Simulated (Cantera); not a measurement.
A closed system holds: 1 mol Pb, 4.5 mol CO, a varied amount of N2, held at 952 °C and 1000 Pa.

Equilibrium computed with Cantera from the NASA thermochemical tables; the gas is ideal and each condensed phase is pure. Candidate condensed phases: C, Pb, PbO, PbO2, Pb3O4; 27 gas species. Equilibrium is a limit: real reactors are often held back by kinetics, nucleation or transport.

Question: At 5.6 mol N2, list the 4 most abundant gas species with their mole fractions, and the condensed phases.

Answer: N2 0.505, CO 0.405, Pb 0.0901, CO2 2.20e-5. Condensed: gas only.
